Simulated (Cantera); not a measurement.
A Cantera script and what it prints.

```python
import numpy as np
import cantera as ct

gas_names = """
    H HO2 H2 H2O H2O2 O OH O2 O3 Si SiH SiH2 SiH3 SiH4 SiO SiO2 Si2 Si3
""".split()
cond_names = """
    H2O(s) H2O(L) Si(cr) Si(L) SiO2(Lqz) SiO2(hqz) SiO2(L)
""".split()


def load(file, names, dense=False):
    # The tables refer to 1 bar. Condensed volumes are neglected.
    table = {s.name: s for s in ct.Species.list_from_file(file)}
    out = []
    for n in names:
        d = dict(table[n].input_data)
        d["thermo"] = dict(d["thermo"], **{"reference-pressure": 1e5})
        if dense:
            d["equation-of-state"] = {"model": "constant-volume", "density": "1e6 g/cm^3"}
        out.append(ct.Species.from_dict(d))
    return out


gas = ct.Solution(thermo="ideal-gas", species=load("nasa_gas.yaml", gas_names))
cond = {s.name: ct.Solution(thermo="fixed-stoichiometry", species=[s], name=s.name)
        for s in load("nasa_condensed.yaml", cond_names, dense=True)}
atoms = {
    'Si': {'Si': 1},
    'H2O': {'H': 2, 'O': 1},
    'H2': {'H': 2},
}
top_T = {}  # K; cautious upper limits of use, not melting points


def equilibrate(T, P, feed):
    n = {}
    for name, mol in feed.items():
        for a, k in atoms[name].items():
            n[a] = n.get(a, 0.0) + k * mol
    gas.TPX = T, P, n
    mass = sum(n.values()) * gas.mean_molecular_weight
    gas.equilibrate("TP")
    valid = [c for c in cond.values() if c.min_temp <= T <= top_T.get(c.name, c.max_temp)]
    mix = ct.Mixture([(gas, mass / gas.mean_molecular_weight)] + [(c, 0.0) for c in valid])
    mix.T, mix.P = T, P
    mix.equilibrate("TP", solver="vcs", rtol=1e-11, max_steps=5000)
    return mix


results = []
feed = {'Si': 1, 'H2O': 0.0013, 'H2': 11}  # mol
T = 1000  # K
P = 99000  # Pa
mix = equilibrate(T, P, feed)
results.append((T, P, feed, dict(zip(mix.species_names, mix.species_moles))))
x = sorted(zip(gas.X, gas.species_names), reverse=True)
print(f"T = {T:g} K  P = {P:g} Pa  gas = {mix.phase_moles(0):.4g} mol")
print("   x: " + "  ".join(f"{s} {v:.3e}" for v, s in x if v > 0.001))
print("   condensed (mol): " + ("  ".join(f"{mix.phase(i).name} {mix.phase_moles(i):.4g}"
      for i in range(1, mix.n_phases) if mix.phase_moles(i) > 1e-12) or "none"))
```

Output:

```
T = 1000 K  P = 99000 Pa  gas = 11 mol
   x: H2 1.000e+00
   condensed (mol): Si(cr) 0.9993  SiO2(hqz) 0.00065
```

Method: chemical equilibrium by Gibbs-energy minimisation in Cantera with the NASA 1993 tables (ideal gas, pure condensed phases).
